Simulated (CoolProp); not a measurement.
A single-stage vapour-compression cycle with the fluid: evaporating at 286.15 K (dew point), condensing at 319.15 K (bubble point), superheat 5 K, subcooling 5 K, compressor efficiency 0.9, no pressure losses. The same conditions are run with several fluids, on thermodynamics alone (safety and materials aside).

Computed with CoolProp (reference Helmholtz-energy equation of state of each fluid (R152A: Outcalt 1996; R141b: Lemmon 2006; R245fa: Akasaka 2015; dimethyl ether: Wu 2011; R507A: Lemmon 2003; C3F8 (R218): Lemmon 2006)). Blends and air are pseudo-pure fits.

```csv
fluid,cooling COP,pressure ratio,discharge temperature (K),refrigerating effect (kJ/kg),volumetric capacity (kJ/m³)
R152A,6.91,2.59,335.8,248,3100
R141b,7.26,3.28,330.2,?,494
R245fa,7.07,?,322.4,165,886
dimethyl ether,6.98,2.52,334.5,?,3060
R507A,6.11,2.34,329.1,112,?
C3F8 (R218),5.71,?,319.1,?,3160
```

Task: Complete the blanks.

Result: 
- R141b, refrigerating effect (kJ/kg): 203
- R245fa, pressure ratio: 3.26
- dimethyl ether, refrigerating effect (kJ/kg): 357
- R507A, volumetric capacity (kJ/m³): 5210
- C3F8 (R218), pressure ratio: 2.38
- C3F8 (R218), refrigerating effect (kJ/kg): 54.7

The compression ends wet for: C3F8 (R218).
